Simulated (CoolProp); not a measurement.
n-pentane at 282.78 K and 0.00931 MPa is throttled through a valve to 0.00584 MPa with no heat exchange. Each further row changes one setting.

Values from CoolProp's reference Helmholtz-energy equation of state, Thol 2019.

| case | temperature change (K) | final density (kg/m³) |
|---|---|---|
| as stated | -0.1 | ? |
| outlet pressure 0.00175 MPa | ? | ? |
| outlet pressure 0.00759 MPa | -0.1 | ? |

Q: Some entries are withheld; supply them.

A: 
- as stated, final density (kg/m³): 0.180
- outlet pressure 0.00175 MPa, temperature change (K): -0.3
- outlet pressure 0.00175 MPa, final density (kg/m³): 0.0538
- outlet pressure 0.00759 MPa, final density (kg/m³): 0.234
